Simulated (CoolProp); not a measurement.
Ethylene along the isotherm -2.85 °C: density (kg/m³) from the reference equation and from simpler models built on Tc = 9.2 °C, pc = 50.42 bar, ω = 0.087; each cubic takes its own stable root.

Values from CoolProp's reference Helmholtz-energy equation of state, Smukala 2000.

```tsv
p (bar)	phase	reference
8.4	gas	11.24
16.8	gas	24.48
25.2	gas	41.03
33.6	gas	64.60
42	liquid	362.3
50.4	liquid	374.6
58.8	liquid	383.7
67.2	liquid	391.1
75.6	liquid	397.4
84	liquid	403.0
92.4	liquid	407.9
101	liquid	412.5
109	liquid	416.4
118	liquid	420.5
126	liquid	423.9
```

### Question
How far does each simpler model (van der Waals, Soave-Redlich-Kwong, Peng-Robinson) lie from the reference over these 15 states: mean and median of the absolute difference, and the worst?

### Answer
- van der Waals: mean 25.5 %, median 28.3 %, worst -73.6 % at -2.85 °C and 42 bar
- Soave-Redlich-Kwong: mean 7.3 %, median 8.0 %, worst -15.1 % at -2.85 °C and 42 bar
- Peng-Robinson: mean 2.3 %, median 2.3 %, worst -4.8 % at -2.85 °C and 42 bar

At some of these states van der Waals gives the other phase, because its saturation line lies elsewhere.
